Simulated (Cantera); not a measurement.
A Cantera script and what it prints.

```python
import numpy as np
import cantera as ct

gas_names = """
    H HO2 H2 H2O H2O2 O OH O2 O3 Si SiH SiH2 SiH3 SiH4 SiO SiO2 Si2 Si3
""".split()
cond_names = """
    H2O(s) H2O(L) Si(cr) Si(L) SiO2(Lqz) SiO2(hqz) SiO2(L)
""".split()


# ... load() reads the species with a 1 bar reference pressure and builds the phases ...
atoms = {
    'SiH4': {'Si': 1, 'H': 4},
    'O3': {'O': 3},
}
top_T = {}  # K; cautious upper limits of use, not melting points


# ... equilibrate(T, P, feed) seeds the gas with the atoms and calls Mixture.equilibrate('TP', solver="vcs", rtol=1e-11, max_steps=5000) ...
results = []
feed = {'SiH4': 1, 'O3': 3.8}  # mol
P = 100000  # Pa
for T in [750, 950, 1150, 1350, 1550, 1750, 1950]:
    mix = equilibrate(T, P, feed)
    results.append((T, P, feed, dict(zip(mix.species_names, mix.species_moles))))

top = {s: max(r[3][s] / sum(r[3][g] for g in gas_names) for r in results) for s in gas_names}
cols = sorted((s for s in top if top[s] > 1e-05), key=lambda s: -top[s])[:5]
seen = [c for c in cond_names if any(r[3].get(c, 0) > 1e-12 for r in results)]
print("log10 of partial pressures in bar; condensed amounts in mol")
print(f"{'T/K':>10s}" + "".join(f"{s[:9]:>10s}" for s in cols + seen))
for T, P, feed, n in results:
    ng = sum(n[g] for g in gas_names)
    print(f"{T:10.4g}" + "".join(f"{np.log10(max(n[s] / ng * P / 1e5, 1e-99)):10.3f}" for s in cols)
          + "".join(f"{n.get(c, 0):10.4g}" for c in seen))
```

Result:

```
log10 of partial pressures in bar; condensed amounts in mol
       T/K        O2       H2O        OH         O        H2 SiO2(Lqz) SiO2(hqz)   SiO2(L)
       750    -0.188    -0.455    -9.370   -14.288   -14.718         1         0         0
       950    -0.188    -0.455    -6.991   -10.592   -11.100         0         1         0
      1150    -0.188    -0.455    -5.437    -8.174    -8.728         0         1         0
      1350    -0.188    -0.455    -4.342    -6.469    -7.051         0         1         0
      1550    -0.188    -0.455    -3.529    -5.200    -5.803         0         1         0
      1750    -0.188    -0.456    -2.902    -4.220    -4.839         0         0         1
      1950    -0.189    -0.458    -2.405    -3.440    -4.072         0         0         1
```

These are equilibrium values from Cantera (NASA tables, ideal gas, pure condensed phases), not measurements of a reactor. The tables hold silica as quartz up to 1696 K and as liquid above; real silica turns to tridymite and cristobalite and melts near 1996 K. Gases not in the tables: Si(OH)4.
